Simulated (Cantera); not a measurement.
An isothermal, constant-pressure homogeneous reactor starts with H2 : O2 = 0.034 : 1 (molar parts), equivalence ratio 0.017, at 1425 K and 0.0132 atm.

Detailed kinetics in Cantera: GRI-Mech 3.0 (53 species, 325 reactions). Radical loss at walls, strong at low pressure, is not modelled.

x: mole fraction; the columns are a selection and need not sum to one.

```json
[
 {"t (s)": "3.00e-6", "x H2": "0.0329", "x O2": "0.967", "x HO2": "3.13e-9", "x H2O": "3.36e-12", "x H": "…"},
 {"t (s)": "9.17e-6", "x H2": "0.0329", "x O2": "0.967", "x HO2": "9.58e-9", "x H2O": "8.75e-11", "x H": "…"},
 {"t (s)": "2.80e-5", "x H2": "0.0329", "x O2": "0.967", "x HO2": "2.93e-8", "x H2O": "1.97e-9", "x H": "…"},
 {"t (s)": "8.57e-5", "x H2": "0.0329", "x O2": "0.967", "x HO2": "8.95e-8", "x H2O": "3.65e-8", "x H": "…"},
 {"t (s)": "0.000262", "x H2": "0.0329", "x O2": "0.967", "x HO2": "2.73e-7", "x H2O": "8.10e-7", "x H": "…"},
 {"t (s)": "0.000801", "x H2": "0.0326", "x O2": "0.967", "x HO2": "8.67e-7", "x H2O": "0.000170", "x H": "…"},
 {"t (s)": "0.00245", "x H2": "0.000469", "x O2": "0.938", "x HO2": "1.22e-6", "x H2O": "0.0288", "x H": "…"},
 {"t (s)": "0.00749", "x H2": "0.000373", "x O2": "0.939", "x HO2": "1.17e-6", "x H2O": "0.0292", "x H": "…"},
 {"t (s)": "0.0229", "x H2": "0.000338", "x O2": "0.941", "x HO2": "1.13e-6", "x H2O": "0.0296", "x H": "…"},
 {"t (s)": "0.0700", "x H2": "0.000253", "x O2": "0.948", "x HO2": "9.95e-7", "x H2O": "0.0304", "x H": "…"},
 {"t (s)": "0.214", "x H2": "0.000122", "x O2": "0.958", "x HO2": "6.96e-7", "x H2O": "0.0317", "x H": "…"},
 {"t (s)": "0.654", "x H2": "3.14e-5", "x O2": "0.964", "x HO2": "3.09e-7", "x H2O": "0.0327", "x H": "…"},
 {"t (s)": "2.00", "x H2": "5.28e-6", "x O2": "0.966", "x HO2": "9.30e-8", "x H2O": "0.0332", "x H": "…"}
]
```

**Question.** What belongs in the gaps?

**Answer.** 
- 3.00e-6, x H: 2.90e-9
- 9.17e-6, x H: 7.66e-9
- 2.80e-5, x H: 1.70e-8
- 8.57e-5, x H: 3.94e-8
- 0.000262, x H: 2.42e-7
- 0.000801, x H: 3.58e-5
- 0.00245, x H: 0.00271
- 0.00749, x H: 0.00246
- 0.0229, x H: 0.00209
- 0.0700, x H: 0.00132
- 0.214, x H: 0.000430
- 0.654, x H: 5.42e-5
- 2.00, x H: 3.71e-6
